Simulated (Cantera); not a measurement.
An isothermal, constant-pressure homogeneous reactor starts with H₂ : O₂ = 0.069 : 1 (molar parts), equivalence ratio 0.035, at 950 K and 0.0263 atm.

Cantera simulation using the H2/O2 subset of GRI-Mech 3.0, which has no nitrogen chemistry; the numbers are that mechanism's predictions, not measurements. Radical loss at walls, strong at low pressure, is not modelled. The temperature is held fixed by assumption; the heat of reaction is taken as removed at once.

One state of this run: x H₂ = 4.83e-8; x O₂ = 0.933; x H₂O = 0.0667; x OH = 5.72e-6; x H = 9.12e-10. x: mole fraction; the columns are a selection and need not sum to one.

Q: Which value of t (s) does it belong to?
(A) 0.0374
(B) 1.57
(C) 7.00
(D) 0.00397

A: B, 1.57
